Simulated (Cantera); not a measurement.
Charge: 1 mol n-butane, 1.3 mol NH3, 16 mol H2, at 5.90 bar.

Method: chemical equilibrium by Gibbs-energy minimisation in Cantera with the NASA 1993 tables (ideal gas, pure condensed phases). Candidate condensed phases: C, C6H6, C7H8, C8H18; 92 gas species. The numbers say what is thermodynamically allowed, not how fast it happens.

log p: log10 of the partial pressure in bar; n: condensed amount in mol.

| T (°C) | log p H2 | log p CH4 | log p N2 | log p NH3 | log p HCN | n C(graphite) |
|---|---|---|---|---|---|---|
| 475 | 0.65 | 0.08 | -0.73 | -1.67 | -9.42 | 0 |
| 575 | 0.65 | 0.08 | -0.72 | -2.10 | -7.60 | 0 |
| 675 | 0.65 | 0.08 | -0.71 | -2.45 | -6.16 | 0 |
| 775 | 0.65 | 0.08 | -0.71 | -2.74 | -4.99 | [?] |
| 875 | 0.71 | -0.21 | -0.75 | -2.92 | -4.41 | [?] |
| 975 | 0.73 | -0.49 | -0.77 | -3.10 | -3.92 | [?] |
| 1075 | 0.74 | -0.75 | -0.78 | -3.26 | -3.51 | [?] |
| 1175 | 0.75 | -0.98 | -0.78 | -3.40 | -3.16 | 3.58 |
| 1275 | 0.75 | -1.18 | -0.79 | -3.53 | -2.85 | 3.73 |
| 1375 | 0.76 | -1.36 | -0.79 | -3.65 | -2.58 | 3.81 |
| 1475 | 0.76 | -1.52 | -0.79 | -3.75 | -2.34 | 3.86 |

Complete the blanks.


- 775, n C(graphite): 0.0403
- 875, n C(graphite): 1.76
- 975, n C(graphite): 2.77
- 1075, n C(graphite): 3.30
